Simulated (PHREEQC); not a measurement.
Solution (43 °C): 0.0063 mol AlCl3, 0.019 mol NH4HCO3 and 0.044 mol NH4F per kg of water. Closed to the air; pH follows from the charge balance.

Model: ion-association model, phreeqc.dat, run in PHREEQC.

Each row changes one thing in this solution. No solid was allowed to form.

| case | pH | ionic strength (mol/kgw) | F- (mol/kgw) | HCO3- (mol/kgw) | AlF4- (mol/kgw) | CO2 (mol/kgw) | SI of Gibbsite (Al(OH)3) |
|---|---|---|---|---|---|---|---|
| as made | 7.24 | 0.0615 | 0.0195 | 0.0174 | 0.00558 | 0.00158 | -0.04 |
| diluted 100-fold with water | 6.67 | 0.000636 | 0.000296 | 0.000135 | 4.22e-6 | 5.51e-5 | +2.14 |
| NH4HCO3 from 0.019 to 0.0209 mol/kgw | 7.25 | 0.0633 | 0.0195 | 0.0192 | 0.00558 | 0.00168 | +0.01 |
| AlCl3 from 0.0063 to 0.063 mol/kgw | 4.75 | 0.265 | 1.03e-6 | 0.000764 | 1.25e-8 | 0.0182 | +4.16 |
| temperature from 43 to 90 °C | 6.70 | 0.0578 | 0.0195 | 0.0138 | 0.00558 | 0.00521 | +0.20 |
| AlCl3 from 0.0063 to 0.00945 mol/kgw | 7.23 | 0.0616 | 0.00846 | 0.0174 | 0.00726 | 0.00160 | +1.50 |
| NH4F from 0.044 to 0.022 mol/kgw | 7.09 | 0.0405 | 0.00192 | 0.0168 | 0.00249 | 0.00223 | +3.14 |

Complexes and solids missing from the database can't appear. Some of these states are supersaturated (in Gibbsite (slow to form), Al(OH)3(a), for instance). Carbamate, which ammonia and carbonate form, is missing from the database. Constants without temperature data keep their 25 °C values here. Fluoro complexes past AlF4- and FeF3 are missing from the database.
